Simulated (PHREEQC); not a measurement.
A solution holds 0.0065 mol/kgw Cu(NO3)2 and 0.11 mol/kgw FeCl3, at 57 °C. Closed to the air; pH follows from the charge balance.

Model: ion-association model, wateq4f.dat, run in PHREEQC.

This is a speciation only: nothing precipitates in the calculation.

### Question
Order these Cl species by the share of Cl that they hold, largest first: FeCl2+, FeCl+2, CuCl2, CuCl+, Cl-.

### Answer
Cl- (76 %), FeCl+2 (20 %), FeCl2+ (3.3 %), CuCl+ (0.77 %), CuCl2 (0.11 %)

The pH is 1.71 and the ionic strength 0.429 mol/kgw. Examples of supersaturated solids here: Hematite (slow to form), Goethite (slow to form). Others may be too. Constants without temperature data keep their 25 °C values here.
